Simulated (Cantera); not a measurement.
## Calcination and drying: MgSO4 + C + H2

Feed: 1 mol MgSO4, 0.023 mol C, 1.2 mol H2, equilibrated at 0.100 bar.

These are equilibrium values from Cantera (NASA tables, ideal gas, pure condensed phases), not measurements of a reactor. Candidate condensed phases: C, C6H6, C7H8, C8H18, H2O, H2SO4, Mg, MgCO3, MgO, Mg(OH)2, MgS, MgSO4, S; 130 gas species. Gases not in the tables: S3 to S7. Kinetics and transport are ignored.

From 1250 K to 1800 K the condensed part is MgO(s).

| T (K) | x H2O | x SO2 | x H2 | x S2 | x SO | x CO2 | x H2S | n MgO(s) |
|---|---|---|---|---|---|---|---|---|
| 1250 | 0.540 | 0.412 | 0.00868 | 0.0206 | 0.000531 | 0.0104 | 0.00612 | 1.00 |
| 1300 | 0.538 | 0.413 | 0.0111 | 0.0203 | 0.000830 | 0.0102 | 0.00555 | 1.00 |
| 1350 | 0.535 | 0.413 | 0.0139 | 0.0199 | 0.00125 | 0.0101 | 0.00503 | 1.00 |
| 1400 | 0.532 | 0.414 | 0.0170 | 0.0192 | 0.00183 | 0.00991 | 0.00455 | 1.00 |
| 1450 | 0.528 | 0.415 | 0.0205 | 0.0184 | 0.00259 | 0.00969 | 0.00410 | 1.00 |
| 1500 | 0.524 | 0.416 | 0.0243 | 0.0174 | 0.00358 | 0.00944 | 0.00368 | 1.00 |
| 1550 | 0.519 | 0.416 | 0.0283 | 0.0162 | 0.00482 | 0.00916 | 0.00328 | 1.00 |
| 1600 | 0.514 | 0.417 | 0.0325 | 0.0150 | 0.00634 | 0.00885 | 0.00290 | 1.000 |
| 1650 | 0.509 | 0.418 | 0.0368 | 0.0135 | 0.00815 | 0.00854 | 0.00254 | 1.000 |
| 1700 | 0.504 | 0.418 | 0.0411 | 0.0120 | 0.0103 | 0.00821 | 0.00220 | 1.000 |
| 1750 | 0.499 | 0.418 | 0.0453 | 0.0105 | 0.0127 | 0.00789 | 0.00188 | 1.000 |
| 1800 | 0.494 | 0.418 | 0.0492 | 0.00886 | 0.0153 | 0.00758 | 0.00159 | 1.000 |
x: gas mole fraction; n: condensed amount in mol.
